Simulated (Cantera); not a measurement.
A diamond (100) surface in a fixed gas of H2 with x(CH4) = 0.0034, x(H) = 0.00029, x(CH3) = 0.0011, 0.240 bar; coverages are run to steady state.

Computed with Cantera and the Harris–Goodwin 1993 mechanism for the reconstructed diamond (100) surface.

θ: site fractions in the mechanism's names (c6HH fully hydrogenated, c6H* and c6*H radical sites, c6** diradical, c6HM methylated).

```json
[
 {"T (K)": "950", "growth (µm/h)": "[?]", "θ c6HH": "0.189", "θ c6H*": "0.00376", "θ c6*H": "0.0893", "θ c6**": "0.000847", "θ c6HM": "0.550"},
 {"T (K)": "1000", "growth (µm/h)": "[?]", "θ c6HH": "0.217", "θ c6H*": "0.00588", "θ c6*H": "0.120", "θ c6**": "0.00142", "θ c6HM": "0.479"},
 {"T (K)": "1050", "growth (µm/h)": "39.2", "θ c6HH": "0.264", "θ c6H*": "0.00944", "θ c6*H": "0.169", "θ c6**": "0.00241", "θ c6HM": "0.385"},
 {"T (K)": "1100", "growth (µm/h)": "39.1", "θ c6HH": "0.340", "θ c6H*": "0.0155", "θ c6*H": "0.245", "θ c6**": "0.00409", "θ c6HM": "0.259"},
 {"T (K)": "1150", "growth (µm/h)": "[?]", "θ c6HH": "0.420", "θ c6H*": "0.0234", "θ c6*H": "0.331", "θ c6**": "0.00626", "θ c6HM": "0.133"},
 {"T (K)": "1200", "growth (µm/h)": "[?]", "θ c6HH": "0.471", "θ c6H*": "0.0304", "θ c6*H": "0.389", "θ c6**": "0.00811", "θ c6HM": "0.0544"},
 {"T (K)": "1250", "growth (µm/h)": "[?]", "θ c6HH": "0.494", "θ c6H*": "0.0355", "θ c6*H": "0.413", "θ c6**": "0.00929", "θ c6HM": "0.0200"},
 {"T (K)": "1300", "growth (µm/h)": "[?]", "θ c6HH": "0.509", "θ c6H*": "0.0390", "θ c6*H": "0.417", "θ c6**": "0.00999", "θ c6HM": "0.00720"},
 {"T (K)": "1350", "growth (µm/h)": "[?]", "θ c6HH": "0.523", "θ c6H*": "0.0416", "θ c6*H": "0.410", "θ c6**": "0.0104", "θ c6HM": "0.00263"},
 {"T (K)": "1400", "growth (µm/h)": "[?]", "θ c6HH": "0.539", "θ c6H*": "0.0435", "θ c6*H": "0.398", "θ c6**": "0.0107", "θ c6HM": "0.000988"}
]
```

Problem. Fill in the missing entries.

Solution. 
- 950, growth (µm/h): 23.4
- 1000, growth (µm/h): 32.1
- 1150, growth (µm/h): 30.1
- 1200, growth (µm/h): 19.9
- 1250, growth (µm/h): 13.7
- 1300, growth (µm/h): 10.6
- 1350, growth (µm/h): 8.46
- 1400, growth (µm/h): 5.86
